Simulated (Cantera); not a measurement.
A closed system holds: 1 mol Ti(OiPr)4, 14 mol N2, 0.44 mol H2O, at 1273 K and 1.00 bar.

Cantera equilibrium calculation (NASA polynomials, part measured and part estimated; ideal gas, pure solids and liquids). Candidate condensed phases: C, C6H6, C7H8, C8H18, H2O, Ti, TiC, TiN, TiO, TiO2, Ti2O3, Ti3O5, Ti4O7; 139 gas species. The feed counts by its element totals alone. Condensed phases not in the tables: Magnéli phases beyond Ti4O7. Kinetics and transport are ignored.

Base state: H2 0.461, N2 0.451, CO 0.0861, CH4 0.00199, H2O 0.000471, HCN 7.27e-5, CO2 5.32e-5, NH3 2.91e-5 (mole fractions); condensed: C(graphite) + Ti4O7(s).

Q: What changes in the equilibrium state with this change: H2O from 0.44 to 1.9 mol?

A: 
| species | before | after |
|---|---|---|
| H2 | 0.461 | 0.463 |
| N2 | 0.451 | 0.412 |
| CO | 0.0861 | 0.121 |
| CO2 | 5.32e-5 | 0.000106 |
| H2O | 0.000471 | 0.000669 |
| HCN | 7.27e-5 | 6.98e-5 |
| C(graphite), mol | 9.26 | 7.81 |
| Ti4O7(s), mol | 0.250 | 0.250 |
